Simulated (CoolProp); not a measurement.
Properties of n-decane along the isotherm 346.85 °C (Tc = 344.5 °C, pc = 2.101 MPa, ω = 0.488).

The numbers come from the reference Helmholtz-energy equation of state, Lemmon 2006 in CoolProp. It is a short technical equation, of lower accuracy than the large ones.

```
p (MPa)          phase  density (kg/m³)  cp (kJ/(kg K))  expansivity (1/kK)  fugacity coefficient
-------  -------------  ---------------  --------------  ------------------  --------------------
0.657              gas            20.60           3.007               2.603                0.8920
1.31               gas            49.46           3.226               5.076                0.7866
1.97               gas            110.8           4.678               22.18                0.6772
2.63     supercritical            360.0           4.187               11.38                0.5485
3.28     supercritical            389.9           3.775               6.434                0.4613
3.94     supercritical            407.7           3.634               4.835                0.4019
4.6      supercritical            420.5           3.558               4.004                0.3597
5.25     supercritical            430.6           3.510               3.487                0.3288
5.91     supercritical            439.2           3.474               3.119                0.3045
6.57     supercritical            446.6           3.448               2.844                0.2855
7.22     supercritical            453.0           3.427               2.633                0.2703
7.88     supercritical            458.8           3.409               2.459                0.2578
8.54     supercritical            464.2           3.395               2.315                0.2474
9.19     supercritical            469.0           3.383               2.195                0.2389
9.85     supercritical            473.5           3.372               2.091                0.2317
10.5     supercritical            477.6           3.363               2.001                0.2257
```
